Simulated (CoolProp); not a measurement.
Properties of C3F8 (R218) along the isobar 769 kPa (Tc = 71.9 °C, pc = 2640 kPa, ω = 0.317).

Values from CoolProp's reference Helmholtz-energy equation of state, Lemmon 2006. It is a short technical equation, of lower accuracy than the large ones.

```tsv
T (°C)	phase	viscosity (µPa s)	Prandtl number
-47.45	liquid	530	7.72
-16.85	liquid	321	5.76
13.75	liquid	200	4.63
44.35	gas	13.3	0.831
75.05	gas	14.6	0.788
105.65	gas	16.0	0.760
136.25	gas	17.2	0.738
166.85	gas	18.4	0.718
```

Viscosity comes from a separate model (Huber 2003), an estimate that may be off by 10 % or more. Thermal conductivity comes from a separate model (Huber 2003), an estimate that may be off by 10 % or more.
